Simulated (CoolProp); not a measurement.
The fluid at 298.15 K and 1.93 MPa (stagnation) flows isentropically through a choked orifice. The same conditions are run with several fluids, on thermodynamics alone (safety and materials aside).

The numbers come from the reference Helmholtz-energy equation of state of each fluid (CH3F (R41): Lemmon 2006; CF4 (R14): Platzer 1990; C2F6 (R116): Lemmon 2006; methane: Setzmann 1991; carbon monoxide: Lemmon 2006) in CoolProp. The equations of Platzer and Polt are older, rougher fits.

Q: Rank CH3F (R41), CF4 (R14), C2F6 (R116), methane, carbon monoxide by throat to inlet pressure ratio, highest first.

A: C2F6 (R116) (0.614), CF4 (R14) (0.574), CH3F (R41) (0.554), methane (0.542), carbon monoxide (0.526)

```
fluid            mass flux (kg/(m² s))  throat temperature (K)
---------------  ---------------------  ----------------------
CH3F (R41)                        5190                   259.5
CF4 (R14)                         7610                   273.6
C2F6 (R116)                       9790                   281.9
methane                           3350                   256.6
carbon monoxide                   4480                   247.5
```
